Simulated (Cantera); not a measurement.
An isothermal, constant-pressure homogeneous reactor starts with 100 % N₂O, at 1425 K and 130000 Pa.

Model: GRI-Mech 3.0 (53 species, 325 reactions), integrated in Cantera. GRI-Mech 3.0 was tuned for natural gas; its chemistry of N2O as a main component is partial and can be far from experiment. The temperature is held fixed by assumption; the heat of reaction is taken as removed at once.

One state of this run: x N₂O = 0.917; x NO = 0.0114; x N₂ = 0.0494; x O₂ = 0.0218; x NO₂ = 7.75e-5; x O = 3.07e-5. x: mole fraction; the columns are a selection and need not sum to one.

Which value of t (s) does it belong to?
A) 9.78
B) 0.00219
C) 0.146
D) 0.000267

B, 0.00219
